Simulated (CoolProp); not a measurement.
Sulfur hexafluoride along the isobar 5.57 MPa: density (kg/m³) from the reference equation and from simpler models built on Tc = 318.7 K, pc = 3.755 MPa, ω = 0.210; each cubic takes its own stable root.

Values from CoolProp's reference Helmholtz-energy equation of state, Guder 2009.

```csv
T (K),phase,reference
258.8,liquid,1697
282.8,liquid,1553
306.9,liquid,1363
330.9,supercritical,1010
355,supercritical,496.5
379,supercritical,372.5
403,supercritical,314.0
427.1,supercritical,276.7
451.1,supercritical,250.1
475.2,supercritical,229.4
499.2,supercritical,212.8
523.3,supercritical,199.0
547.3,supercritical,187.3
571.3,supercritical,177.2
```

Problem. How far does each simpler model (van der Waals, Soave-Redlich-Kwong, Peng-Robinson) lie from the reference over these 14 states: mean and median of the absolute difference, and the worst?

Solution. 
- van der Waals: mean 14.2 %, median 8.7 %, worst -33.1 % at 258.8 K and 5.57 MPa
- Soave-Redlich-Kwong: mean 3.8 %, median 1.7 %, worst -14.5 % at 330.9 K and 5.57 MPa
- Peng-Robinson: mean 2.7 %, median 2.0 %, worst +7.5 % at 258.8 K and 5.57 MPa
